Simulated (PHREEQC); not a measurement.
Make-up at 20 °C: 0.28 mol/kgw Cu(NO3)2, 0.0037 mol/kgw HNO3 and 0.00034 mol/kgw KCl. It is in equilibrium with CO2 at log p = 0 (atm). Otherwise closed; pH follows from the charge balance.

Model: ion-association model, phreeqc.dat, run in PHREEQC.

Precipitation was switched off in this run.

Q: What pH, density does the model give?

A: pH 2.53; density 1.041 g/cm³.

Q: In which forms is Cl present?

A: Cl- 89 %, CuCl+ 11 % of the Cl.

Ionic strength above about 0.7 mol/kgw puts this run outside the model's range.
